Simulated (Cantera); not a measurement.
An adiabatic, constant-volume homogeneous reactor starts with 37.1 % H₂, 13.2 % O₂, 49.7 % N₂, at 1600 K and 2700000 Pa.

Cantera simulation using GRI-Mech 3.0 (53 species, 325 reactions); the numbers are that mechanism's predictions, not measurements. The hydrogen kinetics of GRI-Mech 3.0 are dated; newer H2 mechanisms differ, most at raised pressure. The pressure lies above the range GRI-Mech 3.0 was tuned for (to about 10 atm). Above 3000 K some thermodynamic fits are extrapolated.

Question: Predict: time of steepest temperature rise; temperature at 0.400 s; equilibrium temperature; x(H₂) at 0.400 s; x(O₂) at 0.400 s; x(OH) at 0.400 s; x(O) at 0.400 s; x(H) at 0.400 s; x(NO) at 0.400 s; x(N₂O) at 0.400 s.

Answer: 
```
Property                                                            Result
---------------------------------  ---------------------------------------
time of steepest temperature rise                                 0.454 µs
temperature at 0.400 s                                              3387 K
equilibrium temperature                                             3387 K
x(H₂) at 0.400 s                       0.129 (gas-phase equilibrium 0.129)
x(O₂) at 0.400 s                   0.00170 (gas-phase equilibrium 0.00170)
x(OH) at 0.400 s                     0.0204 (gas-phase equilibrium 0.0204)
x(O) at 0.400 s                    0.00213 (gas-phase equilibrium 0.00213)
x(H) at 0.400 s                      0.0229 (gas-phase equilibrium 0.0229)
x(NO) at 0.400 s                   0.00548 (gas-phase equilibrium 0.00548)
x(N₂O) at 0.400 s                  1.91e-6 (gas-phase equilibrium 1.91e-6)
```
